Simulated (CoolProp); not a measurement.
Hydrogen chloride at 293.15 K and 3.55 MPa is throttled through a valve to 1.92 MPa with no heat exchange. Each further row changes one setting.

Computed with CoolProp (reference Helmholtz-energy equation of state, Thol 2018).

```
case                       temperature change (K)  final density (kg/m³)
-------------------------  ----------------------  ---------------------
as stated                                       …                      …
outlet pressure 0.576 MPa                       …                      …
outlet pressure 2.5 MPa                         …                      …
```

Some entries are withheld; supply them.


- as stated, temperature change (K): -27.7
- as stated, final density (kg/m³): 39.4
- outlet pressure 0.576 MPa, temperature change (K): -59.3
- outlet pressure 0.576 MPa, final density (kg/m³): 11.8
- outlet pressure 2.5 MPa, temperature change (K): -16.9
- outlet pressure 2.5 MPa, final density (kg/m³): 51.5
